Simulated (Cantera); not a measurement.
A perfectly stirred reactor is fed with C2H4 : O2 : N2 : H2O = 1 : 7.32 : 27.5 : 1.1 (molar parts), at 1130 Torr; it is adiabatic with a 523 K inlet, and is followed from long to short residence time, starting on the burning branch (τ in s: 0.031, 0.017, 0.0092, 0.005, 0.0027, 0.0015, 0.00081, 0.00044, 0.00024, 0.00013, 7.1e-05, 3.9e-05, 2.1e-05).

Model: GRI-Mech 3.0 (53 species, 325 reactions), integrated in Cantera. GRI-Mech 3.0 was tuned for natural gas; its chemistry of ethylene as a main component is partial and can be far from experiment.

### Question
What does this change do: inlet temperature 523 to 775 K?

### Answer
```
quantity                                                                        before                               after
------------------------------------------------  ------------------------------------  ----------------------------------
blow-out, bracketed by the residence times tried  burning at 0.440 ms, out at 0.240 ms  burning at 71.0 µs, out at 39.0 µs
x(C2H4) at τ = 31.0 ms                                                         1.89e-5                             8.63e-6
x(O2) at τ = 31.0 ms                                                             0.117                               0.117
x(H2O) at τ = 31.0 ms                                                           0.0835                              0.0832
x(CH4) at τ = 31.0 ms                                                          1.95e-7                             1.00e-7
x(C2H6) at τ = 31.0 ms                                                        1.41e-10                            9.84e-12
x(C2H4) at τ = 0.810 ms                                                       0.000186                             7.23e-5
x(O2) at τ = 0.810 ms                                                            0.121                               0.118
x(H2O) at τ = 0.810 ms                                                          0.0816                              0.0809
x(CH4) at τ = 0.810 ms                                                         5.14e-6                             1.00e-6
x(C2H6) at τ = 0.810 ms                                                        1.79e-8                            7.68e-10
```
